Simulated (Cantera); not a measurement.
Charge: 1 mol SiH4, 1 mol NH3, 2.3 mol N2, equilibrated at 0.105 Torr.

Method: chemical equilibrium by Gibbs-energy minimisation in Cantera with the NASA 1993 tables (ideal gas, pure condensed phases). Candidate condensed phases: Si, Si3N4; 18 gas species. The numbers say what is thermodynamically allowed, not how fast it happens.

Task: At 1177 °C, list the 4 most abundant gas species with their mole fractions, and the condensed phases.

Result: H2 0.621, N2 0.379, H 0.000630, Si 1.03e-5. Condensed: Si3N4(s).
